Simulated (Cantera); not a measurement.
A Cantera script and what it prints.

```python
import numpy as np
import cantera as ct

gas_names = """
    O2 CO B2O2
""".split()
cond_names = """
    Ti(a) Ti(b) Ti(L) Ti2O3(a) Ti2O3(b) Ti2O3(L) V(cr) V(L) V2O5(s) V2O5(L) C(gr) B(b) B(L) Ti4O7(s)
    Ti4O7(L)
""".split()


# ... load() reads the species with a 1 bar reference pressure and builds the phases ...
species = {s.name: s for s in load("nasa_gas.yaml", gas_names) + load("nasa_condensed.yaml", cond_names)}
# Each term lists the table entries of one substance; the one whose range holds T is used.
reactions = {
    '1.333 Ti + O2(g) = 0.6667 Ti2O3':
        [(-1.3333333333333333, ['Ti(a)', 'Ti(b)', 'Ti(L)']), (-1, ['O2']), (0.6666666666666666, ['Ti2O3(a)', 'Ti2O3(b)', 'Ti2O3(L)'])],
    '0.8 V + O2(g) = 0.4 V2O5':
        [(-0.8, ['V(cr)', 'V(L)']), (-1, ['O2']), (0.4, ['V2O5(s)', 'V2O5(L)'])],
    '2 C + O2(g) = 2 CO(g)':
        [(-2, ['C(gr)']), (-1, ['O2']), (2, ['CO'])],
    '2 B + O2(g) = B2O2(g)':
        [(-2, ['B(b)', 'B(L)']), (-1, ['O2']), (1, ['B2O2'])],
    '1.143 Ti + O2(g) = 0.2857 Ti4O7':
        [(-1.1428571428571428, ['Ti(a)', 'Ti(b)', 'Ti(L)']), (-1, ['O2']), (0.2857142857142857, ['Ti4O7(s)', 'Ti4O7(L)'])],
}


def pick(names, T):
    return next(species[n] for n in names if species[n].thermo.min_temp <= T <= species[n].thermo.max_temp)


results = []
for label, terms in reactions.items():
    print(label)
    print("     T/K   dH/kJ  dS/(J/K)   dG/kJ   log10 K")
    for T in [1825, 1925, 2025, 2125, 2225, 2325]:
        used = [(nu, pick(names, T)) for nu, names in terms]
        dH = sum(nu * s.thermo.h(T) for nu, s in used) / 1e6
        dS = sum(nu * s.thermo.s(T) for nu, s in used) / 1e3
        dG = dH - T * dS / 1e3
        logK = -dG * 1e6 / (ct.gas_constant * T * np.log(10))
        results.append((label, T, dH, dS, dG, logK, [s.name for _, s in used]))
        print(f"{T:8g} {dH:8.1f} {dS:8.1f} {dG:8.1f} {logK:8.2f}")
```

It prints:

```
1.333 Ti + O2(g) = 0.6667 Ti2O3
     T/K   dH/kJ  dS/(J/K)   dG/kJ   log10 K
    1825   -989.9   -165.6   -687.7    19.68
    1925   -988.7   -164.9   -671.2    18.21
    2025  -1007.8   -174.8   -653.9    16.87
    2125   -937.8   -141.7   -636.8    15.65
    2225   -937.4   -141.5   -622.6    14.62
    2325   -937.0   -141.3   -608.5    13.67
0.8 V + O2(g) = 0.4 V2O5
     T/K   dH/kJ  dS/(J/K)   dG/kJ   log10 K
    1825   -575.0   -126.8   -343.6     9.84
    1925   -574.2   -126.4   -331.0     8.98
    2025   -573.6   -126.0   -318.4     8.21
    2125   -573.2   -125.8   -305.8     7.52
    2225   -591.2   -134.1   -292.9     6.88
    2325   -591.1   -134.0   -279.5     6.28
2 C + O2(g) = 2 CO(g)
     T/K   dH/kJ  dS/(J/K)   dG/kJ   log10 K
    1825   -235.2    168.5   -542.7    15.53
    1925   -236.7    167.7   -559.6    15.18
    2025   -238.2    166.9   -576.3    14.87
    2125   -239.8    166.2   -592.9    14.57
    2225   -241.4    165.4   -609.5    14.31
    2325   -243.1    164.7   -626.0    14.06
2 B + O2(g) = B2O2(g)
     T/K   dH/kJ  dS/(J/K)   dG/kJ   log10 K
    1825   -465.7     18.1   -498.8    14.28
    1925   -466.9     17.5   -500.5    13.58
    2025   -468.1     16.9   -502.3    12.96
    2125   -469.4     16.2   -503.9    12.39
    2225   -470.7     15.6   -505.5    11.87
    2325   -472.2     15.0   -507.0    11.39
1.143 Ti + O2(g) = 0.2857 Ti4O7
     T/K   dH/kJ  dS/(J/K)   dG/kJ   log10 K
    1825   -958.8   -167.1   -653.8    18.71
    1925   -958.0   -166.7   -637.1    17.29
    2025   -908.9   -141.6   -622.2    16.05
    2125   -907.6   -140.9   -608.1    14.95
    2225   -906.2   -140.3   -594.0    13.95
    2325   -904.9   -139.7   -580.0    13.03
```

Standard-state values (1 bar) from the NASA 1993 polynomials, evaluated with Cantera. Condensed species are held in their standard states even where they would react or evaporate.
